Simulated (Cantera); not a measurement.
Input: 1 mol Pb, 1.1 mol CO, held at 1.00 bar.

Method: chemical equilibrium by Gibbs-energy minimisation in Cantera with the NASA 1993 tables (ideal gas, pure condensed phases). Candidate condensed phases: C, Pb, PbO, PbO₂, Pb₃O₄; 15 gas species. The numbers say what is thermodynamically allowed, not how fast it happens. All values below are at 1498 K.

Base state: CO 0.975, Pb 0.0241, CO₂ 0.000643 (mole fractions); condensed: C(graphite) + Pb(l).

What changes in the equilibrium state with this change: pressure from 1.00 bar to 1.33 mbar?


| species | before | after |
|---|---|---|
| CO | 0.975 | 0.524 |
| Pb | 0.0241 | 0.476 |
| CO₂ | 0.000643 | 2.47e-7 |
| C(graphite), mol | 0.000724 | 0 |
| Pb(l), mol | 0.973 | 0 |
